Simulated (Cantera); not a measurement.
A closed system holds: 1 mol Ti(OiPr)4, 18 mol O2, 67 mol H2, at 1523 K and 750 Torr.

These are equilibrium values from Cantera (NASA tables, ideal gas, pure condensed phases), not measurements of a reactor. Candidate condensed phases: C, C6H6, C7H8, C8H18, H2O, Ti, TiC, TiO, TiO2, Ti2O3, Ti3O5, Ti4O7; 113 gas species. The feed counts by its element totals alone. Gases not in the tables: TiO(OH)2. Kinetics and transport are ignored.

### Question
What is the equilibrium state?

### Answer
```
Item                                    Result
-----------------------------------  ---------
x(H2)                                    0.609
x(H2O)                                   0.262
x(CO)                                    0.111
x(CO2)                                  0.0178
x(H)                                   1.80e-5
n(TiO2(rutile))                       1.00 mol
gas amount                           93.00 mol
log10 activity of Ti4O7(s) (absent)      -1.36
log10 activity of Ti3O5(s) (absent)      -1.50
log10 activity of Ti2O3(s) (absent)      -2.01
```
